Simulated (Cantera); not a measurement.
Ignition delay

Mixture: 10.6 % CH4, 4.05 % CO, 17.9 % O2, 67.4 % N2, equivalence ratio 1.3, at 10.0 bar, adiabatic and at constant volume. Ignition delay is the time to a rise of 400 K.

Computed with Cantera and GRI-Mech 3.0 (53 species, 325 reactions).

| T0 (K) | delay (ms) |
|---|---|
| 1298 | 2.16 |
| 1373 | 0.878 |
| 1448 | 0.381 |
| 1523 | 0.175 |
| 1598 | 0.0848 |
| 1673 | 0.0435 |
| 1748 | 0.0236 |
| 1823 | 0.0136 |

```json
{
  "apparent activation energy between 1673 and 1823 K": "200 kJ/mol"
}
```
